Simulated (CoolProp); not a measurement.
The fluoroketone C6F12O (FK-5-1-12) along the isobar 965 kPa: density (kg/m³) from the reference equation and from simpler models built on Tc = 168.7 °C, pc = 1869 kPa, ω = 0.471; each cubic takes its own stable root.

Computed with CoolProp (reference Helmholtz-energy equation of state, McLinden 2015).

```tsv
T (°C)	phase	reference	van der Waals	Soave-Redlich-Kwong
-80.05	liquid	1895	1096	1682
-59.55	liquid	1840	1071	1650
-39.05	liquid	?	1045	1614
-18.65	liquid	1730	1017	1574
1.85	liquid	?	986.9	1529
22.25	liquid	1615	954.5	1479
42.75	liquid	?	918.5	1421
63.15	liquid	1486	878.1	1355
83.65	liquid	1413	830.6	1276
104.15	liquid	1329	770.4	1181
124.55	liquid	1227	123.6	1058
145.05	gas	121.5	111.7	119.7
165.45	gas	106.6	102.5	105.9
185.95	gas	96.58	95.16	96.09
206.35	gas	89.12	89.04	88.65
226.85	gas	83.13	83.80	82.64
```

### Question
Complete the blanks.

### Answer

- -39.05, reference: 1785
- 1.85, reference: 1674
- 42.75, reference: 1553

At some of these states van der Waals gives the other phase, because its saturation line lies elsewhere.
